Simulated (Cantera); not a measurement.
Input: 1 mol TEOS, 1.6 mol O3, 0.47 mol H2, held at 923.15 K and 6.38 Torr.

These are equilibrium values from Cantera (NASA tables, ideal gas, pure condensed phases), not measurements of a reactor. Candidate condensed phases: C, C6H6, C7H8, C8H18, H2O, Si, SiC, SiO2; 123 gas species. The feed counts by its element totals alone. Rates play no part.

Base state: H2 0.606, CO 0.386, CO2 0.00398, H2O 0.00306, CH4 0.000726 (mole fractions); condensed: C(graphite) + SiO2(β-quartz).

What changes in the equilibrium state with this change: temperature from 923.15 K to 798 K?


| species | before | after |
|---|---|---|
| H2 | 0.606 | 0.625 |
| CO | 0.386 | 0.270 |
| CO2 | 0.00398 | 0.0651 |
| H2O | 0.00306 | 0.0353 |
| CH4 | 0.000726 | 0.00462 |
| C(graphite), mol | 1.31 | 2.70 |
| SiO2(β-quartz), mol | 1.00 | 0 |
| SiO2(α-quartz), mol | 0 | 1.00 |
